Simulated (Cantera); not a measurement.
Premixed flame

A freely propagating, adiabatic, planar premixed flame of 56.5 % H2, 10.5 % O2, 29.4 % N2, 3.62 % H2O, equivalence ratio 2.7, unburnt at 348 K and 760 Torr; mixture-averaged transport, grid criteria slope 0.08 and curve 0.16, no radiation.

Model: the H2/O2 subset of GRI-Mech 3.0, which has no nitrogen chemistry, integrated in Cantera. Burning velocities carry a grid error of a few per cent, more on coarse grids.

```json
[
 {"z (mm)": "-1.04", "T (K)": "348", "u (m/s)": "3.67", "x H2": "0.565", "x O2": "0.105", "x H2O": "0.0362", "x HO2": "<1e-8", "x H2O2": "<1e-8", "x OH": "<1e-8"},
 {"z (mm)": "-0.690", "T (K)": "348", "u (m/s)": "3.67", "x H2": "0.565", "x O2": "0.105", "x H2O": "0.0362", "x HO2": "<1e-8", "x H2O2": "<1e-8", "x OH": "<1e-8"},
 {"z (mm)": "-0.518", "T (K)": "348", "u (m/s)": "3.67", "x H2": "0.565", "x O2": "0.105", "x H2O": "0.0362", "x HO2": "<1e-8", "x H2O2": "<1e-8", "x OH": "<1e-8"},
 {"z (mm)": "-0.345", "T (K)": "349", "u (m/s)": "3.67", "x H2": "0.565", "x O2": "0.105", "x H2O": "0.0362", "x HO2": "2.74e-7", "x H2O2": "2.05e-8", "x OH": "<1e-8"},
 {"z (mm)": "-0.173", "T (K)": "381", "u (m/s)": "3.98", "x H2": "0.560", "x O2": "0.105", "x H2O": "0.0373", "x HO2": "0.000149", "x H2O2": "1.24e-5", "x OH": "1.28e-5"},
 {"z (mm)": "-0.0863", "T (K)": "641", "u (m/s)": "6.49", "x H2": "0.531", "x O2": "0.100", "x H2O": "0.0578", "x HO2": "0.000346", "x H2O2": "6.85e-5", "x OH": "0.000639"},
 {"z (mm)": "0", "T (K)": "1024", "u (m/s)": "10.1", "x H2": "0.473", "x O2": "0.0778", "x H2O": "0.113", "x HO2": "0.000121", "x H2O2": "1.22e-5", "x OH": "0.000722"},
 {"z (mm)": "0.0863", "T (K)": "1300", "u (m/s)": "12.7", "x H2": "0.406", "x O2": "0.0392", "x H2O": "0.189", "x HO2": "4.83e-5", "x H2O2": "9.52e-7", "x OH": "0.00139"},
 {"z (mm)": "0.173", "T (K)": "1445", "u (m/s)": "14.1", "x H2": "0.368", "x O2": "0.0128", "x H2O": "0.239", "x HO2": "1.49e-5", "x H2O2": "4.18e-7", "x OH": "0.00157"},
 {"z (mm)": "0.345", "T (K)": "1561", "u (m/s)": "15.2", "x H2": "0.357", "x O2": "0.00108", "x H2O": "0.262", "x HO2": "1.17e-6", "x H2O2": "2.11e-7", "x OH": "0.00157"},
 {"z (mm)": "0.690", "T (K)": "1657", "u (m/s)": "16.0", "x H2": "0.364", "x O2": "7.23e-5", "x H2O": "0.266", "x HO2": "8.67e-8", "x H2O2": "1.41e-7", "x OH": "0.00158"},
 {"z (mm)": "1.38", "T (K)": "1747", "u (m/s)": "16.8", "x H2": "0.373", "x O2": "3.34e-5", "x H2O": "0.268", "x HO2": "4.51e-8", "x H2O2": "8.12e-8", "x OH": "0.00143"},
 {"z (mm)": "2.76", "T (K)": "1823", "u (m/s)": "17.4", "x H2": "0.381", "x O2": "1.67e-5", "x H2O": "0.270", "x HO2": "2.48e-8", "x H2O2": "3.98e-8", "x OH": "0.00113"}
]
```
x: mole fraction of selected species; z is measured from the peak of heat release.

```json
{
 "laminar_burning_velocity": "367 cm/s",
 "thermal_thickness": "0.345 mm",
 "peak x(HO2)": "0.000489",
 "peak x(H2O2)": "7.04e-5",
 "peak x(OH)": "0.00159",
 "grid_points": "125"
}
```
